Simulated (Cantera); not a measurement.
A closed system holds: 1 mol C, 58 mol H2, held at 2250 K.

Equilibrium computed with Cantera from the NASA thermochemical tables; the gas is ideal and each condensed phase is pure. Candidate condensed phases: C, C6H6, C7H8, C8H18; 76 gas species. The ideal-gas law is rough above about 30 bar. Rates play no part.

log p: log10 of the partial pressure in bar; n: condensed amount in mol.

```
P (Pa)    log p H2  log p H  log p CH4  log p C2H2 (acetylene)  n C(graphite)
--------  --------  -------  ---------  ----------------------  -------------
10           -4.32    -4.29     -12.26                   -6.79              …
160          -2.88    -3.57      -9.38                   -5.35          0.644
2500         -1.62    -2.94      -6.87                   -4.10          0.619
40000        -0.40    -2.33      -4.43                   -2.88          0.607
630000        0.80    -1.73      -2.03                   -1.68              …
10000000      1.99    -1.13       0.15                   -0.90              …
```

Question: Complete the blanks.

Answer: 
- 10, n C(graphite): 0.717
- 630000, n C(graphite): 0.518
- 10000000, n C(graphite): 0
